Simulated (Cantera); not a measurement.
**AlN + H2O (nitride etching)**

Input: 1 mol AlN, 0.15 mol H2O, held at 120 Pa.

Equilibrium computed with Cantera from the NASA thermochemical tables; the gas is ideal and each condensed phase is pure. Candidate condensed phases: Al, AlN, Al2O3, H2O; 35 gas species. Mutual solubility and eutectic melting of coexisting phases are not modelled. The tables' values for AlOH are old estimates; treat these amounts as uncertain. Kinetics and transport are ignored.

```
T (K)   x H2   x N2      x Al    x Al2O       x H  n AlN(s)  n Al2O3(s)
-----  -----  -----  --------  --------  --------  --------  ----------
925    0.750  0.250    <1e-12    <1e-12   6.51e-9     0.900      0.0500
1025   0.750  0.250    <1e-12    <1e-12   1.09e-7     0.900      0.0500
1125   0.750  0.250    <1e-12    <1e-12   1.11e-6     0.900      0.0500
1225   0.750  0.250  3.02e-11    <1e-12   7.79e-6     0.900      0.0500
1325   0.750  0.250   3.46e-9  2.40e-11   4.09e-5     0.900      0.0500
1425   0.750  0.250   2.02e-7   4.37e-9  0.000171     0.900      0.0500
1525   0.749  0.250   6.87e-6   3.96e-7  0.000591     0.900      0.0500
1625   0.748  0.250  0.000151   2.03e-5   0.00176     0.900      0.0500
1725   0.743  0.250   0.00230  0.000653   0.00462     0.899      0.0500
1825   0.694  0.255    0.0255    0.0140    0.0106     0.890      0.0490
```
x: gas mole fraction; n: condensed amount in mol.

From 925 K to 1825 K the condensed part is AlN(s) + Al2O3(s).
